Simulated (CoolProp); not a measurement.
Vapour-liquid equilibrium of R22 (1) + n-pentane (2) at 256.7 K; x and y are mole fractions of (1).

Computed with CoolProp (multi-fluid Helmholtz-energy mixture model, Kamei 1995 and Thol 2019; pair parameters Bell 2016).

**Question.** Give the bubble pressure and the first vapour's composition at x = 0.05, 0.35, 0.5. Is there an azeotrope?

**Answer.** x = 0.05: 40.92 kPa, y = 0.741; x = 0.35: 163.8 kPa, y = 0.948; x = 0.5: 194.9 kPa, y = 0.961. No azeotrope shows between x = 0.05 and 0.95.

The pair parameters rest on a limited set of measurements; away from them the model extrapolates. With so large a gap from Raoult's law the liquid may split in two, which this calculation doesn't test in full.
